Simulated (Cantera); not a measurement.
Standard-state values (1 bar) from the NASA 1993 polynomials, evaluated with Cantera. Values are per mole of reaction as written; species without (g) are pure solids or liquids, kept so even where they would boil at 1 bar.

**Question.** Between 300 and 598 K, where is each reaction favourable under standard conditions?
- P4O10 + 3 N2(g) + 4 NH3(g) = 10 NO(g) + 4 PH3(g)

**Answer.** 
- P4O10 + 3 N2(g) + 4 NH3(g) = 10 NO(g) + 4 PH3(g): ΔG° is 3716 kJ at 300 K and 3310 kJ at 598 K; it stays positive (K < 1). ΔH° is 4114 kJ and ΔS° 1344 J/K at 598 K.
